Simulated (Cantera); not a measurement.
## Thermodynamics of metals in furnace atmospheres, feed Pb + H₂O + N₂

A closed system holds: 1 mol Pb, 0.75 mol H₂O, 27 mol N₂, equilibrated at 101000 Pa.

Equilibrium computed with Cantera from the NASA thermochemical tables; the gas is ideal and each condensed phase is pure. Candidate condensed phases: H₂O, Pb, PbO, PbO₂, Pb₃O₄; 27 gas species. Gases not in the tables: (PbO)n polymers. Rates play no part.

| T (K) | log p N₂ | log p Pb | log p H₂O | log p H₂ | log p PbO | log p OH | n Pb(l) | n PbO(yellow) |
|---|---|---|---|---|---|---|---|---|
| 998 | -0.01 | -4.81 | -1.56 | -5.40 | -6.55 | -10.19 | 0.999 | 0.000102 |
| 1098 | -0.01 | -3.93 | -1.56 | -5.24 | -5.24 | -8.91 | 0.997 | 0 |
| 1198 | -0.01 | -3.20 | -1.56 | -4.63 | -4.63 | -8.07 | 0.982 | 0 |
| 1298 | -0.01 | -2.59 | -1.56 | -4.12 | -4.12 | -7.36 | 0.928 | 0 |
| 1398 | -0.01 | -2.07 | -1.57 | -3.69 | -3.69 | -6.76 | 0.759 | 0 |
| 1498 | -0.02 | -1.62 | -1.58 | -3.31 | -3.31 | -6.24 | 0.310 | 0 |
| 1598 | -0.02 | -1.46 | -1.59 | -3.10 | -3.10 | -5.72 | 0 | 0 |
| 1698 | -0.02 | -1.47 | -1.60 | -2.99 | -2.99 | -5.23 | 0 | 0 |
| 1798 | -0.02 | -1.47 | -1.60 | -2.88 | -2.89 | -4.79 | 0 | 0 |
| 1898 | -0.02 | -1.47 | -1.61 | -2.79 | -2.80 | -4.40 | 0 | 0 |
log p: log10 of the partial pressure in bar; n: condensed amount in mol.

At 998 K the condensed part is Pb(l) + PbO(yellow). From 1098 K to 1498 K the condensed part is Pb(l). From 1598 K to 1898 K nothing is condensed.
